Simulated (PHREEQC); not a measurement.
# Nickel, zinc or cadmium bath: an equilibrium model

Dissolve 0.034 mol/kgw NiSO4, 0.00036 mol/kgw KCl and 0.012 mol/kgw NiCl2 at 34 °C. Closed to the air; pH follows from the charge balance.

Model: ion-association model, wateq4f.dat, run in PHREEQC.

```
Property               Result
--------------  -------------
pH                       5.90
ionic strength  0.111 mol/kgw
```

```
species  molality  activity   log γ
-------  --------  --------  ------
Ni+2       0.0304    0.0108  -0.449
Cl-        0.0237    0.0178  -0.123
SO4-2      0.0190   0.00674  -0.450
NiSO4      0.0149    0.0153   0.011
NiCl+    0.000627  0.000484  -0.112
K+       0.000342  0.000257  -0.123
```

Precipitation was switched off in this run. In wateq4f.dat the enthalpy of Ni(OH)2 has the wrong sign, so its saturation index can't be trusted away from 25 °C.
